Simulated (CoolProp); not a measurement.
Values from CoolProp's reference Helmholtz-energy equation of state, Penoncello 2003.

**Question.** For CHF3 (R23), give the phase and the Prandtl number at 18.95 °C and 0.0267 MPa; -59.55 °C and 2.59 MPa.

**Answer.** 
- 18.95 °C and 0.0267 MPa: gas; Prandtl number 0.802
- -59.55 °C and 2.59 MPa: liquid; Prandtl number 2.40

Viscosity comes from a separate model (Shan 2000). Thermal conductivity comes from a separate model (Shan 2000).
